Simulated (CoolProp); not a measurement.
Vapour-liquid equilibrium of hydrogen sulfide (1) + isobutane (2) at -57.35 °C; x and y are mole fractions of (1).

Values from CoolProp's multi-fluid Helmholtz-energy mixture model, Lemmon 2006 and Bücker 2006; pair parameters Kunz 2012.

Question: Give the bubble pressure and the first vapour's composition at x = 0.5, 0.8, 0.875. Is there an azeotrope?

Answer: x = 0.5: 0.09238 MPa, y = 0.923; x = 0.8: 0.1055 MPa, y = 0.951; x = 0.875: 0.1094 MPa, y = 0.963. No azeotrope shows between x = 0.05 and 0.95.

Pair parameters are fitted to limited data, so mixtures are less certain than the pure fluids. With so large a gap from Raoult's law the liquid may split in two, which this calculation doesn't test in full.
